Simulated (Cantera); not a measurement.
An adiabatic, constant-volume homogeneous reactor starts with CO : H2 : CH4 : O2 : N2 : CO2 = 1 : 0.04 : 0.31 : 0.76 : 3.27 : 0.39 (molar parts), equivalence ratio 1.5, at 1525 K and 3750 Torr. Integrator tolerance rtol = 1e-08.

Detailed kinetics in Cantera: GRI-Mech 3.0 (53 species, 325 reactions).

```csv
quantity,before,after
time of steepest temperature rise,0.203 ms,86.8 µs
temperature at 2.00 s,2913 K,2993 K
equilibrium temperature,2913 K,2993 K
x(CO) at 2.00 s,0.145 (gas-phase equilibrium 0.145),0.140 (gas-phase equilibrium 0.140)
x(H2) at 2.00 s,0.0126 (gas-phase equilibrium 0.0126),0.0118 (gas-phase equilibrium 0.0118)
x(CH4) at 2.00 s,<1e-12 (gas-phase equilibrium <1e-12),1.29e-12 (gas-phase equilibrium 1.54e-12)
x(H) at 2.00 s,0.00440 (gas-phase equilibrium 0.00440),0.00303 (gas-phase equilibrium 0.00303)
x(CH2) at 2.00 s,<1e-12 (gas-phase equilibrium <1e-12),2.77e-12 (gas-phase equilibrium 2.94e-12)
x(HCN) at 2.00 s,3.17e-8 (gas-phase equilibrium 3.17e-8),8.79e-8 (gas-phase equilibrium 8.79e-8)
x(C2H) at 2.00 s,<1e-12 (gas-phase equilibrium <1e-12),<1e-12 (gas-phase equilibrium <1e-12)
```

**Question.** Name the change that produced these shifts.
(A) pressure from 3750 Torr to 750 Torr
(B) pressure from 3750 Torr to 12000 Torr
(C) CO 1 to 1.9 parts
(D) H2 0.04 to 0.016 parts

**Answer.** B, pressure from 3750 Torr to 12000 Torr
